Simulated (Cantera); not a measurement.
Cantera with NASA thermochemical tables; ideal gases at 1 bar, condensed phases pure. Values are per mole of reaction as written; species without (g) are pure solids or liquids, kept so even where they would boil at 1 bar.

2 HCl(g) + 2 Cs(g) ⇌ H2(g) + 2 CsCl

| T (K) | ΔH° (kJ) | ΔS° (J/K) | ΔG° (kJ) | log10 K | condensed phases |
|---|---|---|---|---|---|
| 825 | -822.7 | -337.7 | -544.2 | 34.45 | CsCl(s) |
| 850 | -821.4 | -336.0 | -535.7 | 32.92 | CsCl(s) |
| 875 | -820.0 | -334.5 | -527.4 | 31.48 | CsCl(s) |
| 900 | … | … | … | … | CsCl(s) |
| 925 | -785.3 | -296.6 | -511.0 | 28.85 | CsCl(l) |
| 950 | … | … | … | … | CsCl(l) |

### Question
Complete the blanks.

### Answer

- 900, ΔH° (kJ): -818.7
- 900, ΔS° (J/K): -332.9
- 900, ΔG° (kJ): -519.0
- 900, log10 K: 30.12
- 950, ΔH° (kJ): -783.3
- 950, ΔS° (J/K): -294.4
- 950, ΔG° (kJ): -503.6
- 950, log10 K: 27.69
